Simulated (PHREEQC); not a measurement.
A solution holds 23 mmol/kgw CuCl2, 0.15 mmol/kgw HBF4 and 0.077 mmol/kgw KCl, at 25 °C. Closed to the air; pH follows from the charge balance.

Equilibrium calculation in PHREEQC: ion-association model, phreeqc.dat.

| quantity | before | after |
|---|---|---|
| pH | 3.43 | 3.94 |
| ionic strength (mol/kgw) | 0.0670 | 0.0668 |
| Cu+2 (mol/kgw) | 0.0217 | 0.0218 |
| CuCl+ (mol/kgw) | 0.00117 | 0.00117 |
| F- (mol/kgw) | 0.000373 | 0.000115 |
| HF (mol/kgw) | 0.000161 | 1.54e-5 |
| SI of Sylvite (KCl) | -6.56 | -6.56 |

Problem. What was changed between the two runs?
A. HBF4 from 0.00015 to 0.000165 mol/kgw
B. 0.00063 mol/kgw H3BO3 added
C. HBF4 replaced by HF at the same molality
D. diluted 5-fold with water
E. CuCl2 from 0.023 to 0.23 mol/kgw

Solution. C, HBF4 replaced by HF at the same molality

Precipitation was switched off in this run. Real BF4- forms and hydrolyses slowly; the run takes it at equilibrium.
